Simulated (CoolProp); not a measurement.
Vapour-liquid equilibrium of toluene (1) + m-xylene (2) at 463.2 K; x and y are mole fractions of (1).

Model: multi-fluid Helmholtz-energy mixture model, Lemmon 2006 and Zhou 2012; pair parameters Bell 2016, in CoolProp.

| x | bubble pressure (MPa) | y at the bubble point | dew pressure at overall composition x (MPa) | liquid density (mol/L) |
|---|---|---|---|---|
| 0.05 | 0.3501 | 0.086 | 0.3437 | 6.645 |
| 0.15 | 0.3809 | 0.241 | 0.3622 | 6.722 |
| 0.25 | 0.4121 | 0.375 | 0.3828 | 6.801 |
| 0.35 | 0.4433 | 0.491 | 0.4059 | 6.881 |
| 0.45 | 0.4739 | 0.591 | 0.4319 | 6.963 |
| 0.55 | 0.5037 | 0.680 | 0.4610 | 7.048 |
| 0.65 | 0.5326 | 0.759 | 0.4935 | 7.136 |
| 0.75 | 0.5604 | 0.832 | 0.5292 | 7.228 |
| 0.85 | 0.5873 | 0.901 | 0.5674 | 7.325 |
| 0.95 | 0.6134 | 0.967 | 0.6067 | 7.427 |

No azeotrope shows between x = 0.05 and 0.95.

The pair parameters rest on a limited set of measurements; away from them the model extrapolates.
